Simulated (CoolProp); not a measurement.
Vapour-liquid equilibrium of toluene (1) + n-decane (2) at 311.3 K; x and y are mole fractions of (1).

Values from CoolProp's multi-fluid Helmholtz-energy mixture model, Lemmon 2006 and Lemmon 2006; pair parameters Bell 2016.

| x | bubble pressure, mixture model (MPa) | bubble pressure, Raoult's law (MPa) | y, mixture model | y, Raoult's law |
|---|---|---|---|---|
| 0.05 | 0.0008304 | 0.0007744 | 0.504 | 0.468 |
| 0.15 | 0.001665 | 0.001455 | 0.779 | 0.747 |
| 0.25 | 0.002494 | 0.002137 | 0.870 | 0.848 |
| 0.35 | 0.003271 | 0.002818 | 0.913 | 0.900 |
| 0.45 | 0.003977 | 0.003499 | 0.938 | 0.932 |
| 0.55 | 0.004614 | 0.004180 | 0.955 | 0.953 |
| 0.65 | 0.005199 | 0.004861 | 0.967 | 0.969 |
| 0.75 | 0.005760 | 0.005542 | 0.977 | 0.980 |
| 0.85 | 0.006325 | 0.006223 | 0.986 | 0.990 |
| 0.95 | 0.006924 | 0.006904 | 0.995 | 0.997 |

The largest gap from Raoult's law is +16.7 % in bubble pressure, at x = 0.25. No azeotrope shows between x = 0.05 and 0.95.

The pair parameters rest on a limited set of measurements; away from them the model extrapolates.
